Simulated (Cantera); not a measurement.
A Cantera script and what it prints.

```python
import numpy as np
import cantera as ct

gas_names = [...]  # 87 gases of nasa_gas.yaml made of C, H, Si
cond_names = """
    C(gr) C6H6(L) C7H8(L) C8H18(L),n-octa Si(cr) Si(L) SiC(b)
""".split()


# ... load() reads the species with a 1 bar reference pressure and builds the phases ...
atoms = {
    'Si(CH3)4': {'Si': 1, 'C': 4, 'H': 12},
    'H2': {'H': 2},
}
top_T = {'C(gr)': 4500, 'SiC(b)': 3050}  # K; cautious upper limits of use, not melting points


# ... equilibrate(T, P, feed) seeds the gas with the atoms and calls Mixture.equilibrate('TP', solver="vcs", rtol=1e-11, max_steps=5000) ...
results = []
feed = {'Si(CH3)4': 1, 'H2': 4.2}  # mol
T = 1725  # K
P = 100000  # Pa
mix = equilibrate(T, P, feed)
results.append((T, P, feed, dict(zip(mix.species_names, mix.species_moles))))
x = sorted(zip(gas.X, gas.species_names), reverse=True)
print(f"T = {T:g} K  P = {P:g} Pa  gas = {mix.phase_moles(0):.4g} mol")
print("   x: " + "  ".join(f"{s} {v:.3e}" for v, s in x if v > 0.0001))
print("   condensed (mol): " + ("  ".join(f"{mix.phase(i).name} {mix.phase_moles(i):.4g}"
      for i in range(1, mix.n_phases) if mix.phase_moles(i) > 1e-12) or "none"))
```

It prints:

```
T = 1725 K  P = 100000 Pa  gas = 10.19 mol
   x: H2 9.987e-01  CH4 9.962e-04  H 1.856e-04
   condensed (mol): C(gr) 2.988  SiC(b) 1
```

Cantera equilibrium calculation (NASA polynomials, part measured and part estimated; ideal gas, pure solids and liquids).
